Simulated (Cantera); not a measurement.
**Adiabatic ignition**

An adiabatic, constant-pressure homogeneous reactor starts with 37.1 % H₂, 13.2 % O₂, 49.7 % N₂, at 1775 K and 0.370 bar.

Detailed kinetics in Cantera: the H2/O2 subset of GRI-Mech 3.0, which has no nitrogen chemistry.

```json
[
 {"t (s)": "2.00e-6", "T (K)": "1775", "x H₂": "0.371", "x O₂": "0.132", "x H₂O₂": "6.84e-8", "x H": "6.69e-6", "x OH": "7.94e-7", "x O": "6.75e-7", "x H₂O": "3.46e-6"},
 {"t (s)": "4.92e-6", "T (K)": "1775", "x H₂": "0.371", "x O₂": "0.132", "x H₂O₂": "2.52e-7", "x H": "6.63e-5", "x OH": "8.32e-6", "x O": "7.09e-6", "x H₂O": "6.36e-5"},
 {"t (s)": "1.21e-5", "T (K)": "1781", "x H₂": "0.355", "x O₂": "0.126", "x H₂O₂": "1.93e-7", "x H": "0.00948", "x OH": "0.00120", "x O": "0.00103", "x H₂O": "0.0106"},
 {"t (s)": "2.98e-5", "T (K)": "1949", "x H₂": "0.105", "x O₂": "0.0180", "x H₂O₂": "2.87e-7", "x H": "0.146", "x OH": "0.0231", "x O": "0.0237", "x H₂O": "0.184"},
 {"t (s)": "7.34e-5", "T (K)": "2138", "x H₂": "0.112", "x O₂": "0.0155", "x H₂O₂": "1.60e-7", "x H": "0.125", "x OH": "0.0270", "x O": "0.0214", "x H₂O": "0.191"},
 {"t (s)": "0.000181", "T (K)": "2400", "x H₂": "0.119", "x O₂": "0.0122", "x H₂O₂": "9.20e-8", "x H": "0.0983", "x OH": "0.0310", "x O": "0.0172", "x H₂O": "0.204"},
 {"t (s)": "0.000445", "T (K)": "2687", "x H₂": "0.123", "x O₂": "0.00870", "x H₂O₂": "1.01e-7", "x H": "0.0713", "x OH": "0.0323", "x O": "0.0119", "x H₂O": "0.221"},
 {"t (s)": "0.00110", "T (K)": "2841", "x H₂": "0.124", "x O₂": "0.00682", "x H₂O₂": "1.54e-7", "x H": "0.0578", "x OH": "0.0314", "x O": "0.00912", "x H₂O": "0.232"},
 {"t (s)": "0.00270", "T (K)": "2851", "x H₂": "0.124", "x O₂": "0.00671", "x H₂O₂": "1.59e-7", "x H": "0.0570", "x OH": "0.0313", "x O": "0.00895", "x H₂O": "0.233"},
 {"t (s)": "0.00664", "T (K)": "2851", "x H₂": "0.124", "x O₂": "0.00671", "x H₂O₂": "1.59e-7", "x H": "0.0570", "x OH": "0.0313", "x O": "0.00895", "x H₂O": "0.233"},
 {"t (s)": "0.0163", "T (K)": "2851", "x H₂": "0.124", "x O₂": "0.00671", "x H₂O₂": "1.59e-7", "x H": "0.0570", "x OH": "0.0313", "x O": "0.00895", "x H₂O": "0.233"},
 {"t (s)": "0.0402", "T (K)": "2851", "x H₂": "0.124", "x O₂": "0.00671", "x H₂O₂": "1.59e-7", "x H": "0.0570", "x OH": "0.0313", "x O": "0.00895", "x H₂O": "0.233"},
 {"t (s)": "0.0990", "T (K)": "2851", "x H₂": "0.124", "x O₂": "0.00671", "x H₂O₂": "1.59e-7", "x H": "0.0570", "x OH": "0.0313", "x O": "0.00895", "x H₂O": "0.233"},
 {"t (s)": "0.244", "T (K)": "2851", "x H₂": "0.124", "x O₂": "0.00671", "x H₂O₂": "1.59e-7", "x H": "0.0570", "x OH": "0.0313", "x O": "0.00895", "x H₂O": "0.233"},
 {"t (s)": "0.600", "T (K)": "2851", "x H₂": "0.124", "x O₂": "0.00671", "x H₂O₂": "1.59e-7", "x H": "0.0570", "x OH": "0.0313", "x O": "0.00895", "x H₂O": "0.233"}
]
```
x: mole fraction; the columns are a selection and need not sum to one.

The time of steepest temperature rise is 16.3 µs and the temperature at 0.600 s is 2851 K. The equilibrium temperature comes out as 2851 K and the x(H₂) at 0.600 s is 0.124 (gas-phase equilibrium 0.124). The x(O₂) at 0.600 s comes out as 0.00671 (gas-phase equilibrium 0.00671) and the x(H₂O₂) at 0.600 s is 1.59e-7 (gas-phase equilibrium 1.59e-7).
